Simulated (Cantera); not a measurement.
Feed: 1 mol BN, 0.85 mol O2, 21 mol H2, at 9.60 mbar.

Cantera equilibrium calculation (NASA polynomials, part measured and part estimated; ideal gas, pure solids and liquids). Candidate condensed phases: B, BN, B2O3, B3O3H3, H2O; 39 gas species. Rates play no part.

### Question
Which condensed phases are stable at each of these points (T (°C)): 600, 700, 800, 900, 1000, 1100, 1200, 1300, 1400, 1500, 1600, 1700, 1800, 1900?

### Answer
```
T (°C)  condensed phases  B condensed (%)
------  ----------------  ---------------
600              B2O3(l)            100.0
700              B2O3(l)            100.0
800              B2O3(l)             99.8
900              B2O3(l)             98.8
1000             B2O3(l)             95.5
1100             B2O3(l)             86.5
1200             B2O3(l)             65.2
1300            gas only              0.0
1400            gas only              0.0
1500            gas only              0.0
1600            gas only              0.0
1700            gas only              0.0
1800            gas only              0.0
1900            gas only              0.0
```

From 600 °C to 1200 °C the condensed part is B2O3(l). From 1300 °C to 1900 °C nothing is condensed.
